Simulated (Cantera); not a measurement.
Input: 1 mol Cr2O3, 15 mol H2, 42 mol N2, equilibrated at 1400 Pa.

Cantera equilibrium calculation (NASA polynomials, part measured and part estimated; ideal gas, pure solids and liquids). Candidate condensed phases: Cr, CrN, Cr2N, Cr2O3, H2O; 29 gas species. Rates play no part.

x: gas mole fraction; n: condensed amount in mol.

```csv
T (K),x N2,x H2,x H2O,x Cr,x H,x CrO,n Cr2O3(s)
1723,0.736,0.261,0.00175,0.00116,0.000787,3.65e-6,0.967
1773,0.735,0.259,0.00272,0.00181,0.00122,9.58e-6,0.948
1823,0.734,0.257,0.00412,0.00274,0.00186,2.38e-5,0.921
1873,0.733,0.254,0.00609,0.00405,0.00275,5.61e-5,0.882
1923,0.731,0.250,?,?,?,?,0.829
1973,0.729,0.245,?,?,?,?,?
2023,0.725,0.238,0.0171,0.0113,0.00783,0.000562,0.657
2073,0.721,0.229,0.0231,0.0151,0.0106,0.00112,0.525
```

### Question
Complete the blanks.

### Answer

- 1973, x H2O: 0.0124
- 1973, x Cr: 0.00820
- 1973, x H: 0.00564
- 1973, x CrO: 0.000272
- 1973, n Cr2O3(s): 0.756
- 1923, x H2O: 0.00879
- 1923, x Cr: 0.00583
- 1923, x H: 0.00398
- 1923, x CrO: 0.000126
